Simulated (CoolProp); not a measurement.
Vapour-liquid equilibrium of propylene (1) + dimethyl ether (2) at 0.985 bar; x and y are mole fractions of (1).

Model: multi-fluid Helmholtz-energy mixture model, Lemmon 2013 and Wu 2011; pair parameters Bell 2016, in CoolProp.

| x | bubble temperature, mixture model (°C) | bubble temperature, Raoult's law (°C) | y, mixture model | y, Raoult's law |
|---|---|---|---|---|
| 0.05 | -27.8 | -27.2 | 0.141 | 0.120 |
| 0.125 | -30.9 | -29.6 | 0.308 | 0.273 |
| 0.2 | -33.6 | -31.8 | 0.437 | 0.400 |
| 0.275 | -35.9 | -33.9 | 0.537 | 0.507 |
| 0.35 | -37.9 | -35.8 | 0.617 | 0.597 |
| 0.425 | -39.6 | -37.6 | 0.683 | 0.674 |
| 0.5 | -41.1 | -39.3 | 0.738 | 0.739 |
| 0.575 | -42.4 | -40.9 | 0.786 | 0.795 |
| 0.65 | -43.6 | -42.4 | 0.829 | 0.844 |
| 0.725 | -44.7 | -43.8 | 0.868 | 0.886 |
| 0.8 | -45.8 | -45.1 | 0.905 | 0.922 |
| 0.875 | -46.7 | -46.3 | 0.941 | 0.955 |
| 0.95 | -47.6 | -47.5 | 0.976 | 0.983 |

The largest gap from Raoult's law is -2.1 K in bubble temperature, at x = 0.35. No azeotrope shows between x = 0.05 and 0.95.

The pair parameters rest on a limited set of measurements; away from them the model extrapolates.
